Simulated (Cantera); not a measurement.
Feed: 1 mol PbO, 2.9 mol CO, 0.37 mol H2, at 0.110 bar.

Cantera equilibrium calculation (NASA polynomials, part measured and part estimated; ideal gas, pure solids and liquids). Candidate condensed phases: C, C6H6, C7H8, C8H18, H2O, Pb, PbO, PbO2, Pb3O4; 113 gas species. Equilibrium is a limit: real reactors are often held back by kinetics, nucleation or transport.

### Question
Which condensed phases are stable at each of these points (T (K)): 723, 798, 873, 948, 1023, 1098, 1173, 1248, 1323, 1398, 1473, 1548?

### Answer
```tsv
T (K)	condensed phases	Pb condensed (%)
723	C(graphite) + Pb(l)	100.0
798	C(graphite) + Pb(l)	100.0
873	C(graphite) + Pb(l)	100.0
948	Pb(l)	100.0
1023	Pb(l)	99.9
1098	Pb(l)	99.7
1173	Pb(l)	98.7
1248	Pb(l)	96.1
1323	Pb(l)	89.2
1398	Pb(l)	72.5
1473	Pb(l)	32.4
1548	gas only	0.0
```

From 723 K to 873 K the condensed part is C(graphite) + Pb(l). From 948 K to 1473 K the condensed part is Pb(l). At 1548 K nothing is condensed.
